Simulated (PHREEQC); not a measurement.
0.014 g of hydrous ferric oxide (600 m²/g; 0.2 weak and 0.005 strong sites per Fe, Dzombak-Morel constants, diffuse double layer) in 1 kg of water with 0.05 mol/kgw of an inert sodium salt and 4.9e-05 mmol/kgw ZnSO4, 0.038 mmol/kgw BaCl2 and 0.022 mmol/kgw CaCl2, at 25 °C; the pH is set by adding NaOH or the inert anion's acid. O2 is buffered at 0.21 atm. The system is closed to CO2. Precipitation was switched off in this run.

All values are PHREEQC results (ion-association model, wateq4f.dat), not measurements.

```json
[
 {"pH": "4", "S sorbed (%)": "92.2", "Zn sorbed (%)": "0.0", "Ba sorbed (%)": "0.0", "Ca sorbed (%)": "0.0"},
 {"pH": "4.38", "S sorbed (%)": "87.6", "Zn sorbed (%)": "0.0", "Ba sorbed (%)": "0.0", "Ca sorbed (%)": "0.0"},
 {"pH": "4.75", "S sorbed (%)": "78.5", "Zn sorbed (%)": "0.0", "Ba sorbed (%)": "0.0", "Ca sorbed (%)": "0.0"},
 {"pH": "5.12", "S sorbed (%)": "61.9", "Zn sorbed (%)": "0.2", "Ba sorbed (%)": "0.0", "Ca sorbed (%)": "0.0"},
 {"pH": "5.5", "S sorbed (%)": "38.5", "Zn sorbed (%)": "0.7", "Ba sorbed (%)": "0.0", "Ca sorbed (%)": "0.0"},
 {"pH": "5.88", "S sorbed (%)": "17.7", "Zn sorbed (%)": "3.3", "Ba sorbed (%)": "0.0", "Ca sorbed (%)": "0.0"},
 {"pH": "6.25", "S sorbed (%)": "6.4", "Zn sorbed (%)": "13.0", "Ba sorbed (%)": "0.0", "Ca sorbed (%)": "0.0"},
 {"pH": "6.62", "S sorbed (%)": "2.0", "Zn sorbed (%)": "39.8", "Ba sorbed (%)": "0.0", "Ca sorbed (%)": "0.0"},
 {"pH": "7.38", "S sorbed (%)": "0.1", "Zn sorbed (%)": "92.4", "Ba sorbed (%)": "0.3", "Ca sorbed (%)": "0.1"},
 {"pH": "7.75", "S sorbed (%)": "0.0", "Zn sorbed (%)": "97.3", "Ba sorbed (%)": "0.8", "Ca sorbed (%)": "0.3"},
 {"pH": "8.12", "S sorbed (%)": "0.0", "Zn sorbed (%)": "98.6", "Ba sorbed (%)": "1.3", "Ca sorbed (%)": "0.6"},
 {"pH": "8.5", "S sorbed (%)": "0.0", "Zn sorbed (%)": "98.9", "Ba sorbed (%)": "1.6", "Ca sorbed (%)": "1.4"},
 {"pH": "8.88", "S sorbed (%)": "0.0", "Zn sorbed (%)": "98.8", "Ba sorbed (%)": "1.8", "Ca sorbed (%)": "4.3"},
 {"pH": "9.25", "S sorbed (%)": "0.0", "Zn sorbed (%)": "98.2", "Ba sorbed (%)": "2.3", "Ca sorbed (%)": "11.8"},
 {"pH": "9.62", "S sorbed (%)": "0.0", "Zn sorbed (%)": "96.0", "Ba sorbed (%)": "3.0", "Ca sorbed (%)": "23.5"},
 {"pH": "10", "S sorbed (%)": "0.0", "Zn sorbed (%)": "88.4", "Ba sorbed (%)": "4.1", "Ca sorbed (%)": "35.2"}
]
```
